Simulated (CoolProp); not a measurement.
Vapour-liquid equilibrium of cyclohexane (1) + n-heptane (2) at 0.573 MPa; x and y are mole fractions of (1).

Model: multi-fluid Helmholtz-energy mixture model, Zhou 2014 and Span 2003; pair parameters Bell 2016, in CoolProp.

```json
[
 {"x": "0.05", "bubble temperature, mixture model (K)": "442.8", "bubble temperature, Raoult's law (K)": "442.8", "y, mixture model": "0.066", "y, Raoult's law": "0.070"},
 {"x": "0.125", "bubble temperature, mixture model (K)": "441.1", "bubble temperature, Raoult's law (K)": "441.2", "y, mixture model": "0.162", "y, Raoult's law": "0.170"},
 {"x": "0.2", "bubble temperature, mixture model (K)": "439.5", "bubble temperature, Raoult's law (K)": "439.6", "y, mixture model": "0.254", "y, Raoult's law": "0.265"},
 {"x": "0.275", "bubble temperature, mixture model (K)": "438.0", "bubble temperature, Raoult's law (K)": "438.1", "y, mixture model": "0.341", "y, Raoult's law": "0.354"},
 {"x": "0.35", "bubble temperature, mixture model (K)": "436.4", "bubble temperature, Raoult's law (K)": "436.6", "y, mixture model": "0.424", "y, Raoult's law": "0.438"},
 {"x": "0.425", "bubble temperature, mixture model (K)": "434.9", "bubble temperature, Raoult's law (K)": "435.1", "y, mixture model": "0.503", "y, Raoult's law": "0.518"},
 {"x": "0.5", "bubble temperature, mixture model (K)": "433.5", "bubble temperature, Raoult's law (K)": "433.7", "y, mixture model": "0.578", "y, Raoult's law": "0.593"},
 {"x": "0.575", "bubble temperature, mixture model (K)": "432.1", "bubble temperature, Raoult's law (K)": "432.3", "y, mixture model": "0.649", "y, Raoult's law": "0.664"},
 {"x": "0.65", "bubble temperature, mixture model (K)": "430.7", "bubble temperature, Raoult's law (K)": "430.9", "y, mixture model": "0.718", "y, Raoult's law": "0.731"},
 {"x": "0.725", "bubble temperature, mixture model (K)": "429.4", "bubble temperature, Raoult's law (K)": "429.6", "y, mixture model": "0.783", "y, Raoult's law": "0.794"},
 {"x": "0.8", "bubble temperature, mixture model (K)": "428.1", "bubble temperature, Raoult's law (K)": "428.3", "y, mixture model": "0.845", "y, Raoult's law": "0.854"},
 {"x": "0.875", "bubble temperature, mixture model (K)": "426.9", "bubble temperature, Raoult's law (K)": "427.0", "y, mixture model": "0.905", "y, Raoult's law": "0.911"},
 {"x": "0.95", "bubble temperature, mixture model (K)": "425.7", "bubble temperature, Raoult's law (K)": "425.7", "y, mixture model": "0.963", "y, Raoult's law": "0.966"}
]
```

The largest gap from Raoult's law is -0.2 K in bubble temperature, at x = 0.575. No azeotrope shows between x = 0.05 and 0.95.

Pair parameters are fitted to limited data, so mixtures are less certain than the pure fluids.
